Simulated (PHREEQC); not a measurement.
Make-up at 70 °C: 14 mmol/kgw Cu(NO3)2, 0.061 mmol/kgw HCl and 33 mmol/kgw H3BO3. Closed to the air; pH follows from the charge balance.

Computed with PHREEQC (ion-association model, phreeqc.dat).

### Question
The ionic strength comes out as 0.0420 mol/kgw. What activity coefficients do Cu+2, NO3-, Cu2(OH)2+2, CuCl+, H+ get?

### Answer
Cu+2 0.47, NO3- 0.80, Cu2(OH)2+2 0.44, CuCl+ 0.81, H+ 0.85.

No solid was allowed to form. Away from 25 °C the constants follow the database's enthalpies or fits; those with neither stay at their 25 °C values.
